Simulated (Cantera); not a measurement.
Input: 1 mol Fe2O3, 0.43 mol SO3, 4 mol O2, held at 748 K and 92000 Pa.

Cantera equilibrium calculation (NASA polynomials, part measured and part estimated; ideal gas, pure solids and liquids). Candidate condensed phases: Fe, FeO, FeS, FeSO4, FeS2, Fe2O3, Fe2(SO4)3, Fe3O4, S; 12 gas species. Kinetics and transport are ignored.

Base state: O2 1.000, SO3 0.000181 (mole fractions); condensed: Fe2O3(s) + Fe2(SO4)3(s).

What changes in the equilibrium state with this change: SO3 from 0.43 to 4 mol?


```json
[
 {"species": "O2", "before": "1.000", "after": "0.800"},
 {"species": "SO3", "before": "0.000181", "after": "0.197"},
 {"species": "SO2", "before": "1.96e-6", "after": "0.00239"},
 {"species": "Fe2O3(s), mol", "before": "0.857", "after": "0"},
 {"species": "Fe2(SO4)3(s), mol", "before": "0.143", "after": "1.00"}
]
```

What changes in the equilibrium state with this change: Fe2O3 replaced by MgO?


| species | before | after |
|---|---|---|
| O2 | 1.000 | 1.00 |
| SO3 | 0.000181 | <1e-9 |
| Fe2O3(s), mol | 0.857 | 0 |
| Fe2(SO4)3(s), mol | 0.143 | 0 |
| MgO(s), mol | 0 | 0.570 |
| MgSO4(s), mol | 0 | 0.430 |
Further candidate phases: Mg, MgO, MgS, MgSO4.
